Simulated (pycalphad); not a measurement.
CALPHAD calculation (pycalphad, COST 507 light-alloy database (1999)), 1 atm. The data set is of 1999 and partly superseded. Not assessed as a whole: an extrapolation from subsystems, which can miss ternary compounds. Diffusion is slow at the low end, where real alloys seldom reach equilibrium.

# Ti-0.5448Si-3.774Fe (wt.%): equilibrium cooling sequence

```csv
T (°C),phases above,phases below
1594.0,LIQUID,BCC_A2 + LIQUID
1422.3,BCC_A2 + LIQUID,BCC_A2
790.8,BCC_A2,BCC_A2 + HCP_A3
788.1,BCC_A2 + HCP_A3,BCC_A2 + HCP_A3 + SITI3
574.5,BCC_A2 + HCP_A3 + SITI3,FETI + HCP_A3 + SITI3
```

Changes were sought between steps of 40 K, so a narrower field can be missed.

Database names, with the compositions (at.%) that they take in these runs: SITI3: Ti 75 Si 25; FETI: Ti 50 Fe 50. BCC_A2 is bcc; HCP_A3 is hcp.
